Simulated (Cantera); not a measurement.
A closed system holds: 1 mol CH3F, 0.037 mol F2, 7.8 mol H2, at 3298.15 K and 0.100 bar.

These are equilibrium values from Cantera (NASA tables, ideal gas, pure condensed phases), not measurements of a reactor. Candidate condensed phases: C, C6H6, C7H8, C8H18; 95 gas species. Rates play no part.

What is the equilibrium state?


| Item | Result |
|---|---|
| x(H) | 0.612 |
| x(H2) | 0.283 |
| x(HF) | 0.0721 |
| x(C2H2 (acetylene)) | 0.0111 |
| x(C3) | 0.00853 |
| x(C2H) | 0.00604 |
| x(C) | 0.00357 |
| x(C2) | 0.00172 |
| x(F) | 0.00158 |
| gas amount | 14.55 mol |
| log10 activity of C(graphite) (absent) | -0.27 |
